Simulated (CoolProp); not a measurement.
Vapour pressure (bar) of octamethyltrisiloxane (MDM): the reference equation beside estimates from Tc = 292.2 °C, pc = 14.38 bar, ω = 0.528.

Values from CoolProp's reference Helmholtz-energy equation of state, Thol 2017.

```
T (°C)  reference  van der Waals  Peng-Robinson
------  ---------  -------------  -------------
67.05     0.05112          1.270        0.05469
96.85      0.1776          2.026         0.1819
126.65     0.4875          3.035         0.4880
156.45      1.123          4.325          1.114
186.15      2.260          5.915          2.241
215.95      4.123          7.838          4.111
245.75      6.972          10.11          7.001
275.55      11.17          12.74          11.25
```

Absolute difference from the reference over all 8 rows, mean and median: van der Waals 568.0 and 223.4 %, Peng-Robinson 1.6 and 0.8 %.
